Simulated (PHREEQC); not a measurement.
1 kg of water holding 0.0035 mol/kgw KCl, 0.48 mol/kgw CaCl2, 0.04 mol/kgw MgCl2 and 0.32 mol/kgw SrCl2 is evaporated at 25 °C; the solids stay in contact with the brine. CO2 from the air is kept out. Solids allowed: Bischofite, Brucite, Carnallite, Portlandite, Sylvite, MgCl2_4H2O. Others were left out.

All values are PHREEQC results (Pitzer model, pitzer.dat), not measurements.

| water left (kg) | ionic strength | water activity | K in solution (mol/kgw) | Sr in solution (mol/kgw) | Cl in solution (mol/kgw) |
|---|---|---|---|---|---|
| 1 | 2.52 | 0.956 | 0.00350 | 0.320 | 1.68 |
| 0.8219 | 3.07 | ___ | 0.00426 | 0.389 | 2.05 |
| 0.6755 | 3.74 | ___ | 0.00518 | 0.474 | 2.49 |
| 0.5552 | 4.55 | ___ | 0.00630 | 0.576 | 3.03 |
| 0.4563 | 5.53 | 0.878 | 0.00767 | 0.701 | 3.69 |
| 0.375 | 6.73 | ___ | 0.00933 | 0.853 | 4.49 |
| 0.3082 | 8.19 | ___ | 0.0114 | 1.04 | 5.46 |
| 0.2533 | 9.96 | ___ | 0.0138 | 1.26 | 6.65 |
| 0.2082 | 12.1 | ___ | 0.0168 | 1.54 | 8.09 |
| 0.1711 | 14.7 | ___ | 0.0205 | 1.87 | 9.84 |
| 0.1407 | 17.9 | 0.395 | 0.0249 | 2.28 | 12.0 |

Question: Some entries are withheld; supply them.

Answer: 
- 0.8219, water activity: 0.944
- 0.6755, water activity: 0.928
- 0.5552, water activity: 0.907
- 0.375, water activity: 0.839
- 0.3082, water activity: 0.787
- 0.2533, water activity: 0.718
- 0.2082, water activity: 0.629
- 0.1711, water activity: 0.520

Species that the database lacks are ignored.
